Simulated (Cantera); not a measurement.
What does this Cantera script print?

```python
import numpy as np
import cantera as ct

gas = ct.Solution("h2o2.yaml")
gas.TPX = 675, 660000, {'H2': 1, 'O2': 0.633, 'N2': 2.38}
flame = ct.FreeFlame(gas, width=0.011)
flame.set_refine_criteria(ratio=3, slope=0.08, curve=0.16)
flame.transport_model = "mixture-averaged"
flame.solve(loglevel=0, auto=True)
z, T = flame.grid, flame.T
thick = (T[-1] - T[0]) / np.gradient(T, z).max()
show = ['H2', 'O2', 'OH', 'H2O', 'HO2', 'H']
print(f"laminar burning velocity  {flame.velocity[0] * 100:.3f} cm/s")
print(f"burnt temperature         {T[-1]:.1f} K")
print(f"thermal thickness         {thick * 1e3:.4f} mm")
print(f"grid points               {len(z)}")
z0 = z[flame.heat_release_rate.argmax()]
print(f"{'z/mm':>9s}{'T/K':>9s}{'u/(m/s)':>9s}" + "".join(f"{s:>11s}" for s in show))
rows = []
for k in (-3, -2, -1.5, -1, -0.5, -0.25, 0, 0.25, 0.5, 1, 2, 4, 8):
    zz = z0 + k * thick
    rows.append([k * thick, np.interp(zz, z, T), np.interp(zz, z, flame.velocity),
                 *(np.interp(zz, z, flame.X[gas.species_index(s)]) for s in show)])
    print(f"{rows[-1][0] * 1e3:9.3f}{rows[-1][1]:9.1f}{rows[-1][2]:9.3f}" + "".join(f"{x:11.3e}" for x in rows[-1][3:]))
```

Result:

```
laminar burning velocity  619.336 cm/s
burnt temperature         2425.5 K
thermal thickness         0.0426 mm
grid points               110
     z/mm      T/K  u/(m/s)         H2         O2         OH        H2O        HO2          H
   -0.128    675.0    6.193  2.492e-01  1.577e-01  2.917e-14  8.486e-09  5.823e-10  3.254e-14
   -0.085    675.0    6.192  2.490e-01  1.578e-01  4.612e-12  2.723e-07  2.635e-08  5.321e-12
   -0.064    675.1    6.189  2.485e-01  1.579e-01  7.659e-11  2.366e-06  2.775e-07  9.516e-11
   -0.043    676.4    6.181  2.459e-01  1.584e-01  4.427e-09  3.982e-05  6.614e-06  1.425e-08
   -0.021    731.1    6.519  2.234e-01  1.610e-01  5.493e-05  3.826e-03  6.108e-04  7.260e-05
   -0.011    994.4    8.570  1.776e-01  1.533e-01  9.999e-04  3.420e-02  8.610e-04  2.167e-03
    0.000   1418.6   11.910  1.075e-01  1.191e-01  3.944e-03  1.097e-01  4.663e-04  1.095e-02
    0.011   1735.9   14.431  5.290e-02  7.780e-02  9.759e-03  1.818e-01  2.405e-04  1.760e-02
    0.021   1917.0   15.857  3.007e-02  5.679e-02  1.430e-02  2.161e-01  1.367e-04  1.668e-02
    0.043   2096.7   17.214  1.887e-02  4.604e-02  1.677e-02  2.374e-01  7.125e-05  1.073e-02
    0.085   2245.4   18.283  1.248e-02  4.209e-02  1.554e-02  2.520e-01  3.607e-05  5.057e-03
    0.171   2347.0   18.988  7.110e-03  4.009e-02  1.253e-02  2.633e-01  1.836e-05  1.940e-03
    0.341   2402.6   19.364  3.693e-03  3.934e-02  9.514e-03  2.704e-01  1.109e-05  6.971e-04
```

Detailed kinetics in Cantera: the H2/O2 subset of GRI-Mech 3.0, which has no nitrogen chemistry. The hydrogen kinetics of GRI-Mech 3.0 are dated; newer H2 mechanisms differ, most at raised pressure. Burning velocities carry a grid error of a few per cent, more on coarse grids.
